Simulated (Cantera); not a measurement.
# Silicon nitride deposition: trisilylamine + N2 + H2

A closed system holds: 1 mol trisilylamine, 2.6 mol N2, 0.14 mol H2, at 2148 K and 10.0 mbar.

Equilibrium computed with Cantera from the NASA thermochemical tables; the gas is ideal and each condensed phase is pure. Candidate condensed phases: Si, Si3N4; 18 gas species. The feed counts by its element totals alone. The tables' values for SiN are old estimates; treat these amounts as uncertain. Gases not in the tables: Si2H6 and higher silanes. The numbers say what is thermodynamically allowed, not how fast it happens.

| Property | Value |
|---|---|
| x(H2) | 0.560 |
| x(N2) | 0.385 |
| x(H) | 0.0312 |
| x(Si) | 0.0220 |
| x(SiH) | 0.000808 |
| x(Si2) | 0.000317 |
| x(Si2N) | 0.000295 |
| x(SiN) | 0.000256 |
| x(SiH2) | 0.000130 |
| n(Si(l)) | 2.80 mol |
| gas amount | 8.051 mol |
